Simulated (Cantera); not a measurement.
# Silicon epitaxy and polysilicon growth: Si₂H₆ + Cl₂ + H₂

Feed: 1 mol Si₂H₆, a varied amount of Cl₂, 3.9 mol H₂, held at 1498.15 K and 4.00 mbar.

These are equilibrium values from Cantera (NASA tables, ideal gas, pure condensed phases), not measurements of a reactor. Candidate condensed phases: Si; 19 gas species. The feed counts by its element totals alone. The tables' values for SiCl₃ are old estimates; treat these amounts as uncertain. Kinetics and transport are ignored.

```json
[
 {"n(Cl₂) (mol)": "0.033", "log p H₂": "-2.40", "log p HCl": "-4.44", "log p SiCl₂": "-5.98", "log p H": "-5.97", "log p SiCl₃": "-8.82", "n Si(s)": "2.00"},
 {"n(Cl₂) (mol)": "0.043", "log p H₂": "-2.40", "log p HCl": "-4.34", "log p SiCl₂": "-5.76", "log p H": "-5.97", "log p SiCl₃": "-8.50", "n Si(s)": "2.00"},
 {"n(Cl₂) (mol)": "0.055", "log p H₂": "-2.40", "log p HCl": "-4.24", "log p SiCl₂": "-5.57", "log p H": "-5.97", "log p SiCl₃": "-8.20", "n Si(s)": "2.00"},
 {"n(Cl₂) (mol)": "0.071", "log p H₂": "-2.41", "log p HCl": "-4.14", "log p SiCl₂": "-5.36", "log p H": "-5.97", "log p SiCl₃": "-7.90", "n Si(s)": "1.99"},
 {"n(Cl₂) (mol)": "0.092", "log p H₂": "-2.41", "log p HCl": "-4.04", "log p SiCl₂": "-5.16", "log p H": "-5.97", "log p SiCl₃": "-7.60", "n Si(s)": "1.99"},
 {"n(Cl₂) (mol)": "0.12", "log p H₂": "-2.41", "log p HCl": "-3.94", "log p SiCl₂": "-4.96", "log p H": "-5.97", "log p SiCl₃": "-7.30", "n Si(s)": "1.98"},
 {"n(Cl₂) (mol)": "0.15", "log p H₂": "-2.42", "log p HCl": "-3.86", "log p SiCl₂": "-4.80", "log p H": "-5.97", "log p SiCl₃": "-7.05", "n Si(s)": "1.97"},
 {"n(Cl₂) (mol)": "0.2", "log p H₂": "-2.42", "log p HCl": "-3.76", "log p SiCl₂": "-4.59", "log p H": "-5.97", "log p SiCl₃": "-6.74", "n Si(s)": "1.95"},
 {"n(Cl₂) (mol)": "0.25", "log p H₂": "-2.43", "log p HCl": "-3.69", "log p SiCl₂": "-4.44", "log p H": "-5.98", "log p SiCl₃": "-6.51", "n Si(s)": "1.93"}
]
```
log p: log10 of the partial pressure in bar; n: condensed amount in mol.

From 0.033 mol Cl₂ to 0.25 mol Cl₂ the condensed part is Si(s). The main Si-bearing gas is SiCl₂ throughout. The share of Si in condensed phases is highest at 0.033 mol Cl₂ (99.9 %) and lowest at 0.25 mol Cl₂ (96.7 %).
